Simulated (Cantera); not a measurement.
Feed: 1 mol SiH₄, 0.16 mol NH₃, 2 mol N₂.

Cantera equilibrium calculation (NASA polynomials, part measured and part estimated; ideal gas, pure solids and liquids). Candidate condensed phases: Si, Si₃N₄; 18 gas species. Kinetics and transport are ignored.

Stable condensed phases, one row left out:

```
T in K \ P in Pa
              5     21     85    350   1400   5900  24000 100000
   1950       A      B      B      B      B      B      C      C
   1750       B      B      B      B      C      C      C      C
   1650       B      B      B      C      C      C      C      C
   1550       B      B      C      C      C      C      C      C
   1450       C      C      C      C      C      C      C      C
   1350       C      C      C      C      C      C      C      C
   1250       C      C      C      C      C      C      C      C
   1150       C      C      C      C      C      C      C      C
   1050       C      C      C      C      C      C      C      C
    950       C      C      C      C      C      C      C      C
    850       C      C      C      C      C      C      C      C
```

A: gas only; B: Si; C: Si₃N₄.

Task: Give the row for 1850 K.

Result: 5: Si; 21: Si; 85: Si; 350: Si; 1400: Si; 5900: Si₃N₄; 24000: Si₃N₄; 100000: Si₃N₄.
